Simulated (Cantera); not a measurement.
**Low-pressure radical oxidation in H2/O2**

An isothermal, constant-pressure homogeneous reactor starts with 31.5 % H2, 68.5 % O2, equivalence ratio 0.23, at 1125 K and 0.00987 atm.

Detailed kinetics in Cantera: the H2/O2 subset of GRI-Mech 3.0, which has no nitrogen chemistry. Radical loss at walls, strong at low pressure, is not modelled. The temperature is held fixed by assumption; the heat of reaction is taken as removed at once.

| t (s) | x H2 | x O2 | x HO2 | x H2O2 | x H2O |
|---|---|---|---|---|---|
| 6.00e-5 | 0.315 | 0.685 | 1.96e-9 | <1e-12 | 3.51e-10 |
| 0.000143 | 0.315 | 0.685 | 4.70e-9 | 3.21e-12 | 3.48e-9 |
| 0.000343 | 0.315 | 0.685 | 1.13e-8 | 1.84e-11 | 5.02e-8 |
| 0.000820 | 0.315 | 0.685 | 3.85e-8 | 1.17e-10 | 4.12e-6 |
| 0.00196 | 0.237 | 0.647 | 4.74e-6 | 1.84e-7 | 0.0550 |
| 0.00469 | 0.0176 | 0.547 | 9.06e-6 | 2.76e-7 | 0.247 |
| 0.0112 | 0.0124 | 0.580 | 1.07e-5 | 4.13e-7 | 0.304 |
| 0.0268 | 0.00405 | 0.613 | 1.08e-5 | 6.05e-7 | 0.357 |
| 0.0640 | 0.000557 | 0.624 | 6.01e-6 | 4.83e-7 | 0.372 |
| 0.153 | 7.25e-5 | 0.626 | 1.68e-6 | 2.18e-7 | 0.373 |
| 0.366 | 1.36e-5 | 0.626 | 4.20e-7 | 9.02e-8 | 0.374 |
| 0.875 | 3.45e-6 | 0.626 | 1.23e-7 | 3.84e-8 | 0.374 |
| 2.09 | 1.06e-6 | 0.626 | 4.17e-8 | 1.67e-8 | 0.374 |
| 5.00 | 3.68e-7 | 0.626 | 1.62e-8 | 7.27e-9 | 0.374 |
x: mole fraction; the columns are a selection and need not sum to one.

Equilibrium at this temperature and pressure: H2 1.15e-8, O2 0.626, HO2 7.64e-9, H2O2 3.47e-10, H2O 0.374 (gas phase only).
